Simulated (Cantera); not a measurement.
Input: 1 mol Cr, 0.8 mol NH3, 7.1 mol N2, at 2648 K and 10.0 mbar.

These are equilibrium values from Cantera (NASA tables, ideal gas, pure condensed phases), not measurements of a reactor. Candidate condensed phases: Cr, CrN, Cr2N; 11 gas species. The numbers say what is thermodynamically allowed, not how fast it happens.

Base state: N2 0.729, H 0.114, Cr 0.0972, H2 0.0598 (mole fractions); condensed: gas only.

**Question.** What changes in the equilibrium state with this change: temperature from 2648 K to 1673.15 K?

**Answer.** 
| species | before | after |
|---|---|---|
| N2 | 0.729 | 0.861 |
| H2 | 0.0598 | 0.138 |
| Cr | 0.0972 | 0.00135 |
| H | 0.114 | 0.000423 |
| Cr(s), mol | 0 | 0.988 |
